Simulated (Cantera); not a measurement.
## Premixed flame

A freely propagating, adiabatic, planar premixed flame of H₂ : O₂ : N₂ : H₂O = 1 : 0.61 : 2.68 : 0.98 (molar parts), equivalence ratio 0.82, unburnt at 525 K and 75000 Pa; multicomponent+Soret transport, grid criteria slope 0.08 and curve 0.16, no radiation.

Cantera simulation using the H2/O2 subset of GRI-Mech 3.0, which has no nitrogen chemistry; the numbers are that mechanism's predictions, not measurements. Burning velocities carry a grid error of a few per cent, more on coarse grids.

```csv
z (mm),T (K),u (m/s),x H₂,x O₂,x H₂O,x OH,x H,x H₂O₂
-1.79,525,1.87,0.190,0.116,0.186,<1e-8,<1e-8,<1e-8
-1.20,525,1.87,0.189,0.116,0.186,<1e-8,<1e-8,<1e-8
-0.897,525,1.86,0.187,0.116,0.187,<1e-8,<1e-8,3.87e-8
-0.598,528,1.86,0.179,0.117,0.189,<1e-8,<1e-8,7.88e-7
-0.299,593,2.01,0.144,0.120,0.200,2.51e-5,2.37e-5,3.17e-5
-0.149,829,2.76,0.110,0.110,0.232,0.000425,0.00110,3.97e-5
0,1145,3.76,0.0685,0.0831,0.289,0.00142,0.00610,1.07e-5
0.149,1365,4.47,0.0360,0.0554,0.339,0.00385,0.0104,5.11e-6
0.299,1488,4.87,0.0221,0.0419,0.363,0.00592,0.0101,3.44e-6
0.598,1612,5.25,0.0148,0.0343,0.378,0.00701,0.00650,1.80e-6
1.20,1711,5.55,0.00987,0.0304,0.390,0.00644,0.00301,9.15e-7
2.39,1778,5.74,0.00542,0.0279,0.399,0.00504,0.00107,5.01e-7
4.78,1816,5.85,0.00243,0.0267,0.405,0.00348,0.000300,2.76e-7
```
x: mole fraction of selected species; z is measured from the peak of heat release.

```yaml
laminar_burning_velocity: 187 cm/s
thermal_thickness: 0.598 mm
peak x(OH): 0.00702
peak x(H): 0.0107
peak x(H₂O₂): 4.63e-5
grid_points: 103
```
